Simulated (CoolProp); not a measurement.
Aqueous lithium chloride as a coolant, at -12 °C, 1 atm.

Values from CoolProp's Melinder's fits for secondary coolants.

```json
[
 {"mass %": "11.1", "freezing point (°C)": "-14.2", "density (kg/m³)": "1067", "conductivity (W/(m K))": "0.523", "Prandtl number": "(withheld)", "cp (kJ/(kg K))": "(withheld)"},
 {"mass %": "13", "freezing point (°C)": "-18.4", "density (kg/m³)": "1079", "conductivity (W/(m K))": "(withheld)", "Prandtl number": "27.3", "cp (kJ/(kg K))": "(withheld)"},
 {"mass %": "14.8", "freezing point (°C)": "(withheld)", "density (kg/m³)": "1090", "conductivity (W/(m K))": "0.517", "Prandtl number": "28.5", "cp (kJ/(kg K))": "3.330"},
 {"mass %": "16.7", "freezing point (°C)": "-29.7", "density (kg/m³)": "1102", "conductivity (W/(m K))": "0.513", "Prandtl number": "(withheld)", "cp (kJ/(kg K))": "3.225"},
 {"mass %": "18.5", "freezing point (°C)": "-37.1", "density (kg/m³)": "(withheld)", "conductivity (W/(m K))": "(withheld)", "Prandtl number": "31.3", "cp (kJ/(kg K))": "3.134"}
]
```

Question: Complete the blanks.

Answer: 
- 11.1, Prandtl number: 26.1
- 11.1, cp (kJ/(kg K)): 3.546
- 13, conductivity (W/(m K)): 0.520
- 13, cp (kJ/(kg K)): 3.433
- 14.8, freezing point (°C): -23.3
- 16.7, Prandtl number: 29.9
- 18.5, density (kg/m³): 1113
- 18.5, conductivity (W/(m K)): 0.510
